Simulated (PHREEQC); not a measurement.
Make-up at 25 °C: 0.006 mol CdCl2 and 0.003 mol FeSO4 per kg of water. Closed to the air; pH follows from the charge balance.

The numbers come from PHREEQC with the ion-association model, phreeqc.dat.

Each row changes one thing in this solution. This is a speciation only: nothing precipitates in the calculation.

```json
[
 {"case": "as made", "pH": "5.97", "ionic strength (mol/kgw)": "0.0222", "Cl- (mol/kgw)": "0.0100", "Cd+2 (mol/kgw)": "0.00345", "Fe+2 (mol/kgw)": "0.00266", "SO4-2 (mol/kgw)": "0.00202", "SI of Melanterite (FeSO4:7H2O)": "-3.54"},
 {"case": "diluted 10-fold with water", "pH": "6.44", "ionic strength (mol/kgw)": "0.00277", "Cl- (mol/kgw)": "0.00115", "Cd+2 (mol/kgw)": "0.000528", "Fe+2 (mol/kgw)": "0.000291", "SO4-2 (mol/kgw)": "0.000266", "SI of Melanterite (FeSO4:7H2O)": "[?]"},
 {"case": "temperature from 25 to 75 °C", "pH": "5.46", "ionic strength (mol/kgw)": "0.0211", "Cl- (mol/kgw)": "0.00991", "Cd+2 (mol/kgw)": "0.00333", "Fe+2 (mol/kgw)": "0.00246", "SO4-2 (mol/kgw)": "0.00181", "SI of Melanterite (FeSO4:7H2O)": "[?]"}
]
```

Question: Fill in the missing entries.

Answer: 
- diluted 10-fold with water, SI of Melanterite (FeSO4:7H2O): -5.10
- temperature from 25 to 75 °C, SI of Melanterite (FeSO4:7H2O): -4.10

Complexes and solids missing from the database can't appear. At this temperature some constants are extrapolated from 25 °C, and those without enthalpy data are left unchanged.
